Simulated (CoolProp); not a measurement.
Properties of dodecamethylcyclohexasiloxane (D6) along the isotherm 620 K (Tc = 645.8 K, pc = 9.614 bar, ω = 0.736).

Values from CoolProp's reference Helmholtz-energy equation of state, Colonna 2008. It is a short technical equation, of lower accuracy than the large ones.

| p (bar) | phase | cp (kJ/(kg K)) | speed of sound (m/s) | isothermal compressibility (1/MPa) | fugacity coefficient |
|---|---|---|---|---|---|
| 0.0456 | gas | 1.957 | 107.9 | 219.8 | 0.9977 |
| 0.071 | gas | 1.957 | 107.8 | 141.3 | 0.9964 |
| 0.111 | gas | 1.958 | 107.6 | 90.60 | 0.9944 |
| 0.172 | gas | 1.958 | 107.2 | 58.65 | 0.9914 |
| 0.268 | gas | 1.959 | ? | 37.83 | 0.9866 |
| 0.417 | gas | 1.960 | ? | 24.50 | 0.9792 |
| 0.65 | gas | 1.961 | 104.6 | ? | 0.9678 |
| 1.01 | gas | 1.964 | 102.6 | 10.45 | ? |
| 1.58 | gas | ? | 99.39 | 6.913 | ? |
| 2.45 | gas | 1.977 | 94.14 | 4.728 | 0.8817 |
| 3.82 | gas | 2.001 | 84.98 | 3.409 | 0.8189 |
| 5.95 | gas | 2.113 | 65.80 | ? | 0.7242 |
| 9.26 | liquid | 2.368 | 137.3 | 0.1231 | 0.5151 |
| 14.4 | liquid | 2.285 | 166.4 | 0.07698 | ? |

Question: What belongs in the gaps?

Answer: 
- 0.268, speed of sound (m/s): 106.7
- 0.417, speed of sound (m/s): 105.9
- 0.65, isothermal compressibility (1/MPa): 15.92
- 1.01, fugacity coefficient: 0.9502
- 1.58, cp (kJ/(kg K)): 1.968
- 1.58, fugacity coefficient: 0.9227
- 5.95, isothermal compressibility (1/MPa): 3.081
- 14.4, fugacity coefficient: 0.3602
